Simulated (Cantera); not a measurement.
Charge: 1 mol AlN, 0.099 mol H2, at 2948.15 K and 10.0 Torr.

Method: chemical equilibrium by Gibbs-energy minimisation in Cantera with the NASA 1993 tables (ideal gas, pure condensed phases). Candidate condensed phases: Al, AlN; 13 gas species. Kinetics and transport are ignored.

Base state: Al 0.593, N2 0.297, H 0.102, H2 0.00766, AlH 0.000409, Al2 4.97e-5, N 4.68e-5 (mole fractions); condensed: gas only.

Task: What changes in the equilibrium state with this change: H2 from 0.099 to 0.76 mol?

Result: 
```csv
species,before,after
Al,0.593,0.362
H,0.102,0.360
N2,0.297,0.182
H2,0.00766,0.0957
Al2,4.97e-5,1.85e-5
AlH,0.000409,0.000882
```
